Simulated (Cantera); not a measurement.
What does this Cantera script print?

```python
import numpy as np
import cantera as ct

gas = ct.Solution("gri30.yaml")
gas.TPX = 1448, 100000, {'CH3OH': 0.0087, 'O2': 0.0027, 'N2': 1}
inlet = ct.Reservoir(gas, clone=True)

reactor = ct.IdealGasConstPressureReactor(gas, energy="off", clone=False)
exhaust = ct.Reservoir(gas, clone=True)
tau = [3.9, 1.1, 0.31, 0.089, 0.025, 0.0071, 0.002, 0.00058, 0.00016][0]
for a, b in ((inlet, reactor), (reactor, exhaust)):
    ct.MassFlowController(a, b, mdot=lambda t: reactor.mass / tau)
net = ct.ReactorNet([reactor])
show = ['CH3OH', 'O2', 'C2H4', 'C2H2', 'H2O', 'NO2']

rows = []
print(f"{'tau/s':>10s}{'T/K':>9s}" + "".join(f"{s:>11s}" for s in show))
for tau in [3.9, 1.1, 0.31, 0.089, 0.025, 0.0071, 0.002, 0.00058, 0.00016]:
    net.initial_time = 0.0
    net.advance(30 * tau)
    before = gas.X
    net.advance(40 * tau)
    drift = np.max(np.abs(gas.X - before) / (gas.X + 1e-9))
    rows.append([gas.T, *gas[show].X, drift])
    print(f"{tau:10.3e}{gas.T:9.1f}" + "".join(f"{x:11.3e}" for x in gas[show].X))
```

Result:

```
     tau/s      T/K      CH3OH         O2       C2H4       C2H2        H2O        NO2
 3.900e+00   1448.0  7.573e-07  7.074e-06  5.027e-08  5.039e-06  4.274e-03  1.471e-13
 1.100e+00   1448.0  1.575e-06  1.461e-05  8.418e-08  6.146e-06  4.306e-03  4.016e-13
 3.100e-01   1448.0  3.497e-06  3.200e-05  1.741e-07  7.845e-06  4.365e-03  1.018e-12
 8.900e-02   1448.0  7.861e-06  6.985e-05  3.774e-07  9.305e-06  4.438e-03  2.511e-12
 2.500e-02   1448.0  1.857e-05  1.545e-04  8.043e-07  9.894e-06  4.466e-03  6.826e-12
 7.100e-03   1448.0  4.853e-05  3.464e-04  1.590e-06  9.065e-06  4.289e-03  2.200e-11
 2.000e-03   1448.0  1.963e-04  8.503e-04  2.179e-06  4.466e-06  3.454e-03  9.628e-11
 5.800e-04   1448.0  4.119e-03  2.022e-03  3.813e-08  6.136e-09  1.099e-03  2.660e-10
 1.600e-04   1448.0  8.312e-03  2.621e-03  2.806e-08  1.629e-09  4.583e-05  2.443e-11
```

Detailed kinetics in Cantera: GRI-Mech 3.0 (53 species, 325 reactions). GRI-Mech 3.0 was tuned for natural gas; its chemistry of methanol as a main component is partial and can be far from experiment.
